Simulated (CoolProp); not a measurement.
Computed with CoolProp (reference Helmholtz-energy equation of state, Leachman 2009).

Question: For normal hydrogen, give the phase and the cv (kJ/(kg K)), speed of sound (m/s), conductivity (mW/(m K)) at 69 K and 101 kPa; 90.9 K and 101 kPa; 105.5 K and 101 kPa.

Answer: 
- 69 K and 101 kPa: gas; cv 6.37, speed of sound 685, conductivity 49.4
- 90.9 K and 101 kPa: gas; cv 6.83, speed of sound 776, conductivity 62.7
- 105.5 K and 101 kPa: gas; cv 7.24, speed of sound 827, conductivity 71.9

Thermal conductivity comes from a separate model (Assael 2011).
